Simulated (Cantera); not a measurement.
Cantera run:

```python
import numpy as np
import cantera as ct

gas_names = """
    CL CL2 H HCL H2 Si SiCL SiCL2 SiCL3 SiCL4 SiH SiHCL3 SiH2 SiH2CL2 SiH3 SiH3CL SiH4 Si2 Si3
""".split()
cond_names = """
    Si(cr) Si(L)
""".split()


# ... load() reads the species with a 1 bar reference pressure and builds the phases ...
atoms = {
    'SiCl4': {'Si': 1, 'CL': 4},
    'Cl2': {'CL': 2},
    'H2': {'H': 2},
}
top_T = {}  # K; cautious upper limits of use, not melting points


# ... equilibrate(T, P, feed) seeds the gas with the atoms and calls Mixture.equilibrate('TP', solver="vcs", rtol=1e-11, max_steps=5000) ...
results = []
feed = {'SiCl4': 1, 'Cl2': 0.095, 'H2': 19}  # mol
P = 1000  # Pa
for T in [1173, 1223, 1273, 1323, 1373, 1423, 1473, 1523, 1573]:
    mix = equilibrate(T, P, feed)
    results.append((T, P, feed, dict(zip(mix.species_names, mix.species_moles))))

top = {s: max(r[3][s] / sum(r[3][g] for g in gas_names) for r in results) for s in gas_names}
cols = sorted((s for s in top if top[s] > 1e-05), key=lambda s: -top[s])[:9]
seen = [c for c in cond_names if any(r[3].get(c, 0) > 1e-12 for r in results)]
print("log10 of partial pressures in bar; condensed amounts in mol")
print(f"{'T/K':>10s}" + "".join(f"{s[:9]:>10s}" for s in cols + seen))
for T, P, feed, n in results:
    ng = sum(n[g] for g in gas_names)
    print(f"{T:10.4g}" + "".join(f"{np.log10(max(n[s] / ng * P / 1e5, 1e-99)):10.3f}" for s in cols)
          + "".join(f"{n.get(c, 0):10.4g}" for c in seen))
```

Result:

```
log10 of partial pressures in bar; condensed amounts in mol
       T/K        H2       HCL     SiCL2     SiCL4     SiCL3    SiHCL3         H   SiH2CL2        CL    Si(cr)
      1173    -2.056    -3.103    -3.793    -3.796    -4.292    -4.381    -7.956    -5.859    -9.062    0.1441
      1223    -2.062    -3.036    -3.624    -4.025    -4.276    -4.562    -7.553    -5.973    -8.592    0.1407
      1273    -2.067    -2.996    -3.513    -4.324    -4.327    -4.793    -7.180    -6.121    -8.180     0.125
      1323    -2.070    -2.976    -3.446    -4.671    -4.428    -5.059    -6.835    -6.291    -7.818    0.1063
      1373    -2.071    -2.969    -3.408    -5.038    -4.555    -5.339    -6.513    -6.470    -7.492   0.08877
      1423    -2.072    -2.967    -3.384    -5.402    -4.692    -5.616    -6.213    -6.647    -7.196   0.07295
      1473    -2.072    -2.969    -3.368    -5.753    -4.827    -5.883    -5.934    -6.818    -6.922   0.05854
      1523    -2.072    -2.971    -3.357    -6.086    -4.959    -6.136    -5.672    -6.980    -6.667   0.04528
      1573    -2.072    -2.975    -3.348    -6.401    -5.084    -6.376    -5.427    -7.133    -6.429   0.03294
```

These are equilibrium values from Cantera (NASA tables, ideal gas, pure condensed phases), not measurements of a reactor. The tables' values for SiCl3, SiCl are old estimates; treat these amounts as uncertain.
